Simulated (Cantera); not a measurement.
Standard-state values (1 bar) from the NASA 1993 polynomials, evaluated with Cantera. Values are per mole of reaction as written; species without (g) are pure solids or liquids, kept so even where they would boil at 1 bar.

### Question
Between 400 and 550 K, where is each reaction favourable under standard conditions?
- 6 Cl(g) + 2 AlN ⇌ 2 AlCl3(g) + N2(g)
- AlN + 3 Cl(g) ⇌ AlCl3 + N(g)
- 2 AlN + 3 Cl2(g) ⇌ Al2Cl6(g) + N2(g)

### Answer
- 6 Cl(g) + 2 AlN ⇌ 2 AlCl3(g) + N2(g): ΔG° is -1176 kJ at 400 K and -1143 kJ at 550 K; it stays negative (K > 1). ΔH° is -1268 kJ and ΔS° -227 J/K at 550 K.
- AlN + 3 Cl(g) ⇌ AlCl3 + N(g): ΔG° is -178 kJ at 400 K and -148 kJ at 550 K; it stays negative (K > 1). ΔH° is -238 kJ and ΔS° -164 J/K at 550 K.
- 2 AlN + 3 Cl2(g) ⇌ Al2Cl6(g) + N2(g): ΔG° is -643 kJ at 400 K and -638 kJ at 550 K; it stays negative (K > 1). ΔH° is -655 kJ and ΔS° -32 J/K at 550 K.
